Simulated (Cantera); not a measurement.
Mixture: CH3OH : O2 : N2 = 1 : 1.25 : 7.38 (molar parts), equivalence ratio 1.2, at 1.00 atm, adiabatic and at constant volume. Ignition delay is the time to a rise of 400 K.

Cantera simulation using GRI-Mech 3.0 (53 species, 325 reactions); the numbers are that mechanism's predictions, not measurements. GRI-Mech 3.0 was tuned for natural gas; its chemistry of methanol as a main component is partial and can be far from experiment.

| quantity | before | after |
|---|---|---|
| delay at 1198 K | 10.2 ms | 16.3 ms |
| delay at 1298 K | 2.24 ms | 3.61 ms |
| delay at 1398 K | 0.637 ms | 1.03 ms |
| delay at 1498 K | 0.224 ms | 0.365 ms |
| delay at 1598 K | 93.9 µs | 0.153 ms |
| delay at 1698 K | 44.9 µs | 73.5 µs |
| apparent activation energy between 1498 and 1698 K | 170 kJ/mol | 170 kJ/mol |

**Question.** Name the change that produced these shifts.
A. N2 7.38 to 13 parts
B. pressure from 1.00 atm to 0.750 atm
C. pressure from 1.00 atm to 0.592 atm
D. constant pressure in place of constant volume

**Answer.** C, pressure from 1.00 atm to 0.592 atm
